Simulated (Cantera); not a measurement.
A perfectly stirred reactor is fed with NH3 : H2 = 1 : 0.14 (molar parts), at 1.00 atm; it is held at 2373 K, and followed from long to short residence time.

Model: the gas-phase N/H chemistry of the illustrative SiF4/NH3 mechanism in the Surface Chemkin manual (1991), integrated in Cantera. Walls and surfaces, which speed up NH3 decomposition in real reactors, are not modelled.

| quantity | before | after |
|---|---|---|
| x(NH3) at τ = 0.840 s | 0.000835 | 0.00119 |
| x(H2) at τ = 0.840 s | 0.756 | 0.751 |
| x(H) at τ = 0.840 s | 0.0115 | 0.0165 |
| x(N2) at τ = 0.840 s | 0.232 | 0.231 |
| x(N2H2) at τ = 0.840 s | 8.56e-9 | 4.71e-8 |
| x(NH3) at τ = 73.0 ms | 0.00680 | 0.0626 |
| x(H2) at τ = 73.0 ms | 0.755 | 0.717 |
| x(H) at τ = 73.0 ms | 0.00696 | 0.00311 |
| x(N2) at τ = 73.0 ms | 0.231 | 0.216 |
| x(N2H2) at τ = 73.0 ms | 1.37e-7 | 1.38e-6 |

Task: Name the change that produced these shifts.
A) temperature 2373 to 2050 K
B) pressure from 1.00 atm to 0.0316 atm
C) temperature 2373 to 2423 K
D) pressure from 1.00 atm to 0.132 atm

Result: D, pressure from 1.00 atm to 0.132 atm
